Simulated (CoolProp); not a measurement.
Saturation properties of dimethyl carbonate (Tc = 283.9 °C, pc = 4909 kPa, ω = 0.346).

Model: reference Helmholtz-energy equation of state, Zhou 2011, in CoolProp.

```tsv
T (°C)	p (kPa)	liquid density (kg/m³)	vapour density (kg/m³)	enthalpy of vaporisation (kJ/kg)	liquid cp (kJ/(kg K))	surface tension (mN/m)
85.15	86.30	981.1	2.678	379.1	1.946	19.7
92.75	110.2	970.2	3.365	373.8	1.965	18.6
100.35	139.0	959.2	4.184	368.4	1.984	…
107.95	173.4	948.1	5.150	362.9	2.005	16.6
115.55	214.2	936.8	6.284	357.3	2.026	15.6
123.15	262.0	925.3	7.605	351.6	2.048	14.7
130.75	317.8	913.6	9.134	345.7	2.071	13.7
138.35	382.3	…	10.90	339.6	2.095	…
145.95	…	889.5	12.92	333.3	2.120	11.8
```

Question: Some entries are withheld; supply them.

Answer: 
- 100.35, surface tension (mN/m): 17.6
- 138.35, liquid density (kg/m³): 901.7
- 138.35, surface tension (mN/m): 12.8
- 145.95, p (kPa): 456.5

It boils at 90.1 °C under 1 atm.

Surface tension comes from a separate correlation (Mulero 2014).
